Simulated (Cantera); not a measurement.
An isothermal, constant-pressure homogeneous reactor starts with NO : N2 = 1 : 0.28 (molar parts), at 1875 K and 0.0770 atm. Integrator tolerance rtol = 1e-08.

Model: GRI-Mech 3.0 (53 species, 325 reactions), integrated in Cantera.

```
quantity                                             before                                      after
----------------  -----------------------------------------  -----------------------------------------
x(NO) at 3.00 s       0.633 (gas-phase equilibrium 0.00635)      0.343 (gas-phase equilibrium 0.00512)
x(O2) at 3.00 s        0.0736 (gas-phase equilibrium 0.387)       0.0206 (gas-phase equilibrium 0.190)
x(O) at 3.00 s    0.000261 (gas-phase equilibrium 0.000539)  0.000146 (gas-phase equilibrium 0.000377)
x(N2) at 3.00 s         0.293 (gas-phase equilibrium 0.606)        0.636 (gas-phase equilibrium 0.805)
x(N2O) at 3.00 s   0.000142 (gas-phase equilibrium 8.85e-8)    4.54e-5 (gas-phase equilibrium 8.22e-8)
x(NO2) at 3.00 s   0.000224 (gas-phase equilibrium 5.18e-6)    6.72e-5 (gas-phase equilibrium 2.93e-6)
```

Task: What was changed between the two runs?
(A) temperature 1875 to 2200 K
(B) N2 0.28 to 0.08 parts
(C) temperature 1875 to 1775 K
(D) N2 0.28 to 1.6 parts

Result: D, N2 0.28 to 1.6 parts
